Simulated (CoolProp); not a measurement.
100 sccm (0 °C, 1 atm) of nitrogen bubbles through liquid 1,2-dichloroethane at 303.4 K and leaves saturated at a total pressure of 0.15 MPa (ideal gas phase). Each further row changes one setting.

Values from CoolProp's reference Helmholtz-energy equation of state, Thol 2015.

| case | vapour pressure (kPa) | mole fraction of vapour | delivery (mg/min) | delivery (sccm) | change of delivery for a bath 1 K warmer (%) |
|---|---|---|---|---|---|
| as stated | 13.4 | 0.0896 | 43.5 | 9.84 | 5.2 |
| bath temperature 308.4 K | 16.8 | 0.112 | 55.8 | 12.6 | 5.1 |
| total pressure 0.3 MPa | 13.4 | 0.0448 | 20.7 | 4.69 | 4.9 |
